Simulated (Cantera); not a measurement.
# Equilibrium for calcination and drying: CsOH + H₂O

Charge: 1 mol CsOH, 2.6 mol H₂O, equilibrated at 1.05 Torr.

Method: chemical equilibrium by Gibbs-energy minimisation in Cantera with the NASA 1993 tables (ideal gas, pure condensed phases). Candidate condensed phases: Cs, CsOH, H₂O; 15 gas species. Rates play no part.

```tsv
T (K)	x H₂O	x CsOH	x Cs	x O₂	x H₂	x OH	x H	x O
1300	0.722	0.276	0.00136	0.000377	8.63e-5	3.00e-5	2.75e-7	9.17e-8
1350	0.722	0.275	0.00242	0.000665	0.000153	6.04e-5	7.87e-7	2.91e-7
1400	0.722	0.273	0.00409	0.00112	0.000260	0.000116	2.10e-6	8.48e-7
1450	0.721	0.270	0.00666	0.00183	0.000427	0.000211	5.23e-6	2.29e-6
1500	0.721	0.265	0.0104	0.00286	0.000682	0.000371	1.23e-5	5.79e-6
1550	0.720	0.259	0.0158	0.00431	0.00106	0.000626	2.74e-5	1.37e-5
1600	0.718	0.250	0.0230	0.00629	0.00161	0.00102	5.82e-5	3.07e-5
1650	0.716	0.238	0.0324	0.00888	0.00238	0.00161	0.000119	6.52e-5
1700	0.714	0.224	0.0441	0.0121	0.00348	0.00246	0.000232	0.000132
1750	0.710	0.207	0.0580	0.0160	0.00500	0.00366	0.000439	0.000253
```
x: gas mole fraction; nothing condenses.

From 1300 K to 1750 K nothing is condensed. The main Cs-bearing gas is CsOH throughout.
